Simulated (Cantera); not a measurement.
An isothermal, constant-pressure homogeneous reactor starts with C₃H₈ : H₂ = 1 : 68 (molar parts), at 1098 K and 101000 Pa.

Detailed kinetics in Cantera: GRI-Mech 3.0 (53 species, 325 reactions). GRI-Mech 3.0 was tuned for natural gas; its chemistry of propane as a main component is partial and can be far from experiment. GRI-Mech 3.0 stops at C3 and has no aromatics, soot or wall deposition, so with more carbon than oxygen in the feed, carbon stays in small species such as C2H2 where larger ones or solid carbon would form.

x: mole fraction; the columns are a selection and need not sum to one.

```
t (s)       x C₃H₈   x H₂      x H    x C₂H₂      x C₂H₆     x CH₄
--------  --------  -----  -------  --------  ----------  --------
0.000600    0.0143  0.985  1.06e-6   1.72e-9  (withheld)  0.000165
0.00118     0.0139  0.985  1.52e-6   1.81e-8  (withheld)  0.000533
0.00233     0.0131  0.984  1.67e-6   1.26e-7  (withheld)   0.00138
0.00458     0.0115  0.983  1.63e-6   6.04e-7  (withheld)   0.00293
0.00901    0.00907  0.980  1.53e-6   2.28e-6  (withheld)   0.00536
0.0177     0.00595  0.977  1.33e-6   6.99e-6  (withheld)   0.00851
0.0349     0.00302  0.974  1.02e-6   1.68e-5  (withheld)    0.0115
0.0687     0.00115  0.972  7.19e-7   3.17e-5  (withheld)    0.0136
0.135     0.000290  0.971  5.45e-7   5.04e-5  (withheld)    0.0147
0.266      2.99e-5  0.971  5.07e-7   7.31e-5     0.00434    0.0153
0.524      1.11e-6  0.970  5.14e-7   9.79e-5     0.00470    0.0161
1.03       8.03e-7  0.970  5.10e-7  0.000115     0.00451    0.0177
2.03       7.97e-7  0.968  4.95e-7  0.000113  (withheld)    0.0203
4.00       7.39e-7  0.966  4.69e-7   9.37e-5  (withheld)    0.0245
```

**Question.** Complete the blanks.

**Answer.** 
- 0.000600, x C₂H₆: 1.48e-6
- 0.00118, x C₂H₆: 4.43e-6
- 0.00233, x C₂H₆: 1.67e-5
- 0.00458, x C₂H₆: 6.19e-5
- 0.00901, x C₂H₆: 0.000207
- 0.0177, x C₂H₆: 0.000592
- 0.0349, x C₂H₆: 0.00134
- 0.0687, x C₂H₆: 0.00238
- 0.135, x C₂H₆: 0.00345
- 2.03, x C₂H₆: 0.00403
- 4.00, x C₂H₆: 0.00329
